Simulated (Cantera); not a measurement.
Cantera run:

```python
import numpy as np
import cantera as ct

gas_names = """
    AL ALO ALO2 AL2 AL2O AL2O2 O O2 O3 Ti TiO TiO2
""".split()
cond_names = """
    AL(cr) AL(L) AL2O3(a) AL2O3(L) Ti(a) Ti(b) Ti(L) TiO(a) TiO(b) TiO(L) TiO2(ru) TiO2(L) Ti2O3(a)
    Ti2O3(b) Ti2O3(L) Ti3O5(a) Ti3O5(b) Ti3O5(L) Ti4O7(s) Ti4O7(L)
""".split()


def load(file, names, dense=False):
    # The tables refer to 1 bar. Condensed volumes are neglected.
    table = {s.name: s for s in ct.Species.list_from_file(file)}
    out = []
    for n in names:
        d = dict(table[n].input_data)
        d["thermo"] = dict(d["thermo"], **{"reference-pressure": 1e5})
        if dense:
            d["equation-of-state"] = {"model": "constant-volume", "density": "1e6 g/cm^3"}
        out.append(ct.Species.from_dict(d))
    return out


gas = ct.Solution(thermo="ideal-gas", species=load("nasa_gas.yaml", gas_names))
cond = {s.name: ct.Solution(thermo="fixed-stoichiometry", species=[s], name=s.name)
        for s in load("nasa_condensed.yaml", cond_names, dense=True)}
atoms = {
    'TiO2': {'Ti': 1, 'O': 2},
    'Al2O3': {'AL': 2, 'O': 3},
    'O2': {'O': 2},
}
top_T = {}  # K; cautious upper limits of use, not melting points


def equilibrate(T, P, feed):
    n = {}
    for name, mol in feed.items():
        for a, k in atoms[name].items():
            n[a] = n.get(a, 0.0) + k * mol
    gas.TPX = T, P, n
    mass = sum(n.values()) * gas.mean_molecular_weight
    gas.equilibrate("TP")
    valid = [c for c in cond.values() if c.min_temp <= T <= top_T.get(c.name, c.max_temp)]
    mix = ct.Mixture([(gas, mass / gas.mean_molecular_weight)] + [(c, 0.0) for c in valid])
    mix.T, mix.P = T, P
    mix.equilibrate("TP", solver="vcs", rtol=1e-11, max_steps=5000)
    return mix


results = []
feed = {'TiO2': 1, 'Al2O3': 0.17, 'O2': 1.1}  # mol
T = 2198.15  # K
P = 10000  # Pa
mix = equilibrate(T, P, feed)
results.append((T, P, feed, dict(zip(mix.species_names, mix.species_moles))))
x = sorted(zip(gas.X, gas.species_names), reverse=True)
print(f"T = {T:g} K  P = {P:g} Pa  gas = {mix.phase_moles(0):.4g} mol")
print("   x: " + "  ".join(f"{s} {v:.3e}" for v, s in x if v > 0.0001))
print("   condensed (mol): " + ("  ".join(f"{mix.phase(i).name} {mix.phase_moles(i):.4g}"
      for i in range(1, mix.n_phases) if mix.phase_moles(i) > 1e-12) or "none"))
```

It prints:

```
T = 2198.15 K  P = 10000 Pa  gas = 1.105 mol
   x: O2 9.915e-01  O 8.416e-03
   condensed (mol): AL2O3(a) 0.17  TiO2(L) 0.9999
```

Method: chemical equilibrium by Gibbs-energy minimisation in Cantera with the NASA 1993 tables (ideal gas, pure condensed phases). Mutual solubility and eutectic melting of coexisting phases are not modelled. Condensed phases not in the tables: mixed aluminates and titanates, alloys, solid solutions and most ternary compounds.
